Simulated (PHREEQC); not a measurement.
## Buffer: speciation

A solution holds 0.042 mol NaHCO3, 0.0035 mol Na2SO4 and 0.0003 mol NaCl per kg of water, at 25 °C. Closed to the air; pH follows from the charge balance.

Computed with PHREEQC (Pitzer model, pitzer.dat).

This is a speciation only: nothing precipitates in the calculation.

Task: Estimate the pH, ionic strength.

Result: pH 8.13; ionic strength 0.0534 mol/kgw.

Task: In which forms is C present?

Result: HCO3- 97 %, CO2 1.4 %, CO3-2 1.4 % of the C.

Species that the database lacks are ignored.
